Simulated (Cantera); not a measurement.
A perfectly stirred reactor is fed with 26.4 % H₂, 13.9 % O₂, 59.7 % N₂, at 100.0 Torr; it is held at 1225 K, and followed from long to short residence time.

Detailed kinetics in Cantera: the H2/O2 subset of GRI-Mech 3.0, which has no nitrogen chemistry. The temperature is held fixed by assumption; the heat of reaction is taken as removed at once.

### Question
Predict: x(H₂) at τ = 3.10 s; x(O₂) at τ = 3.10 s; x(H) at τ = 3.10 s; x(H₂O₂) at τ = 3.10 s; x(H₂O) at τ = 3.10 s; x(H₂) at τ = 34.0 ms; x(O₂) at τ = 34.0 ms; x(H) at τ = 34.0 ms; x(H₂O₂) at τ = 34.0 ms; x(H₂O) at τ = 34.0 ms.

### Answer
```json
{
  "x(H₂) at τ = 3.10 s": "0.00123",
  "x(O₂) at τ = 3.10 s": "0.00852",
  "x(H) at τ = 3.10 s": "0.000164",
  "x(H₂O₂) at τ = 3.10 s": "4.06e-7",
  "x(H₂O) at τ = 3.10 s": "0.302",
  "x(H₂) at τ = 34.0 ms": "0.0127",
  "x(O₂) at τ = 34.0 ms": "0.0151",
  "x(H) at τ = 34.0 ms": "0.00719",
  "x(H₂O₂) at τ = 34.0 ms": "8.91e-7",
  "x(H₂O) at τ = 34.0 ms": "0.283"
}
```
